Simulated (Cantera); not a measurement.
A perfectly stirred reactor is fed with 4.76 % H2, 95.2 % O2, equivalence ratio 0.025, at 840 Pa; it is held at 1123 K, and followed from long to short residence time.

Detailed kinetics in Cantera: GRI-Mech 3.0 (53 species, 325 reactions). Radical loss at walls, strong at low pressure, is not modelled. The temperature is held fixed by assumption; the heat of reaction is taken as removed at once.

Predict: x(H2) at τ = 1.80 s; x(O2) at τ = 1.80 s; x(H) at τ = 1.80 s; x(H2O2) at τ = 1.80 s; x(OH) at τ = 1.80 s; x(H2) at τ = 0.100 s; x(O2) at τ = 0.100 s; x(H) at τ = 0.100 s; x(H2O2) at τ = 0.100 s; x(OH) at τ = 0.100 s.


- x(H2) at τ = 1.80 s: 0.000192
- x(O2) at τ = 1.80 s: 0.948
- x(H) at τ = 1.80 s: 0.000273
- x(H2O2) at τ = 1.80 s: 5.42e-8
- x(OH) at τ = 1.80 s: 0.000852
- x(H2) at τ = 0.100 s: 0.00101
- x(O2) at τ = 0.100 s: 0.935
- x(H) at τ = 0.100 s: 0.00312
- x(H2O2) at τ = 0.100 s: 7.02e-8
- x(OH) at τ = 0.100 s: 0.00204
